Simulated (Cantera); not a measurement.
Feed: 1 mol c-C4F8, 0.019 mol HCl, equilibrated at 700 °C.

These are equilibrium values from Cantera (NASA tables, ideal gas, pure condensed phases), not measurements of a reactor. Candidate condensed phases: C, C6H6, C7H8, C8H18; 118 gas species. The feed counts by its element totals alone. Gases not in the tables: C2F6 and larger saturated fluorocarbons. Kinetics and transport are ignored.

x: gas mole fraction; n: condensed amount in mol.

```
P (Pa)  x CF4     x HF   x CClF3      x Cl     x Cl2     x HCl  x CCl2F2  n C(graphite)
------  -----  -------  --------  --------  --------  --------  --------  -------------
1       0.984  0.00912  0.000490   0.00394   0.00235  0.000249   3.24e-7           2.00
5.20    0.985  0.00896  0.000847   0.00198   0.00307  0.000422   9.67e-7           2.00
27      0.985  0.00875   0.00132  0.000894   0.00326  0.000642   2.34e-6           2.00
140     0.985  0.00848       ___       ___   0.00308       ___       ___           2.00
720     0.985  0.00817       ___       ___       ___       ___       ___           2.00
3700    0.985  0.00783   0.00360   6.08e-5   0.00207   0.00157   1.74e-5           2.00
19000   0.985  0.00751   0.00453   2.25e-5   0.00145   0.00189   2.76e-5           2.00
100000  0.984  0.00724   0.00537   7.67e-6  0.000890   0.00216   3.89e-5           2.00
```

Task: What belongs in the gaps?

Result: 
- 720, x CClF3: 0.00270
- 720, x Cl: 0.000156
- 720, x Cl2: 0.00265
- 720, x HCl: 0.00123
- 720, x CCl2F2: 9.82e-6
- 140, x CClF3: 0.00193
- 140, x Cl: 0.000381
- 140, x HCl: 0.000912
- 140, x CCl2F2: 5.03e-6
